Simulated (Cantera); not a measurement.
An adiabatic, constant-pressure homogeneous reactor starts with C3H8 : O2 : N2 = 1 : 2.5 : 15.8 (molar parts), at 1025 K and 101000 Pa.

Model: GRI-Mech 3.0 (53 species, 325 reactions), integrated in Cantera. GRI-Mech 3.0 was tuned for natural gas; its chemistry of propane as a main component is partial and can be far from experiment.

Predict: time of steepest temperature rise; temperature at 8.00 s; equilibrium temperature; x(O2) at 8.00 s; x(OH) at 8.00 s; x(H2O) at 8.00 s; x(CO2) at 8.00 s.


| Quantity | Result |
|---|---|
| time of steepest temperature rise | 0.470 s |
| temperature at 8.00 s | 1905 K |
| equilibrium temperature | 1905 K |
| x(O2) at 8.00 s | 8.15e-9 (gas-phase equilibrium 8.15e-9) |
| x(OH) at 8.00 s | 1.48e-5 (gas-phase equilibrium 1.48e-5) |
| x(H2O) at 8.00 s | 0.0699 (gas-phase equilibrium 0.0699) |
| x(CO2) at 8.00 s | 0.0178 (gas-phase equilibrium 0.0178) |
